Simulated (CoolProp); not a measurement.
The fluid at 293.15 K and 0.373 MPa (stagnation) flows isentropically through a choked orifice. The same conditions are run with several fluids, on thermodynamics alone (safety and materials aside).

Values from CoolProp's reference Helmholtz-energy equation of state of each fluid (R507A: Lemmon 2003; nitrogen: Span 2000; normal hydrogen: Leachman 2009; carbon dioxide: Span 1996; R115: Lemmon 2016). Blends and air are pseudo-pure fits.

| fluid | throat to inlet pressure ratio | mass flux (kg/(m² s)) | throat temperature (K) |
|---|---|---|---|
| R507A | 0.587 | 1530 | 276.5 |
| nitrogen | 0.528 | 867 | (withheld) |
| normal hydrogen | (withheld) | (withheld) | 242.9 |
| carbon dioxide | (withheld) | (withheld) | 254.3 |
| R115 | 0.596 | 1900 | (withheld) |

**Question.** Some entries are withheld; supply them.

**Answer.** 
- nitrogen, throat temperature (K): 244.1
- normal hydrogen, throat to inlet pressure ratio: 0.525
- normal hydrogen, mass flux (kg/(m² s)): 233
- carbon dioxide, throat to inlet pressure ratio: 0.544
- carbon dioxide, mass flux (kg/(m² s)): 1070
- R115, throat temperature (K): 280.4
